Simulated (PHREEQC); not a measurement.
Consider water at 25 °C with 4 mol/kgw LiBr, 0.11 mol/kgw BaCl2 and 0.069 mol/kgw KBr. Closed to the air; pH follows from the charge balance.

Equilibrium calculation in PHREEQC: Pitzer model, pitzer.dat.

No solid was allowed to form.

Q: Estimate the activity of water.

A: activity of water 0.784.
